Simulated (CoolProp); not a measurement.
The numbers come from the reference Helmholtz-energy equation of state, Zhou 2011 in CoolProp.

Problem. For dimethyl carbonate, give the phase and the speed of sound (m/s), Joule-Thomson coefficient (K/MPa) at 214.35 °C and 62.6 kPa; 226.85 °C and 62.6 kPa.

Solution. 
- 214.35 °C and 62.6 kPa: gas; speed of sound 217, Joule-Thomson coefficient 9.41
- 226.85 °C and 62.6 kPa: gas; speed of sound 220, Joule-Thomson coefficient 8.76
